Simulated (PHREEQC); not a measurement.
Consider water at 92 °C with 0.011 mol/kgw CuSO4, 0.013 mol/kgw HBF4 and 0.004 mol/kgw KCl. Closed to the air; pH follows from the charge balance.

All values are PHREEQC results (ion-association model, wateq4f.dat), not measurements.

Q: The ionic strength comes out as 0.0386 mol/kgw. What activity coefficients do K+, F-, HSO4-, Cu+2, CuF+ get?

A: K+ 0.81, F- 0.81, HSO4- 0.81, Cu+2 0.47, CuF+ 0.81.

Precipitation was switched off in this run. Complexes and solids missing from the database can't appear. Constants without temperature data keep their 25 °C values here. Real BF4- forms and hydrolyses slowly; the run takes it at equilibrium.
